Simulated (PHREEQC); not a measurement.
Synthetic water in mg/kgw, 20 °C, pH 2.85, pe 8.8:

```csv
constituent,mg/kgw
Na,98.1
K,2.57
Ca,393
Mg,26.7
Cl,53
S(6) as SO4,1260
O(0) (dissolved oxygen),0.232
```

Valence states are taken as typed.

Equilibrium calculation in PHREEQC: ion-association model, wateq4f.dat.

No solid was allowed to form.

Problem. Predict the ionic strength.

Solution. ionic strength 0.0371 mol/kgw.

Problem. In which forms is S present?

Solution. SO4-2 69 %, CaSO4 23 %, HSO4- 5.1 %, MgSO4 2.7 %, NaSO4- 0.7 % of the S.

Complexes and solids missing from the database can't appear.
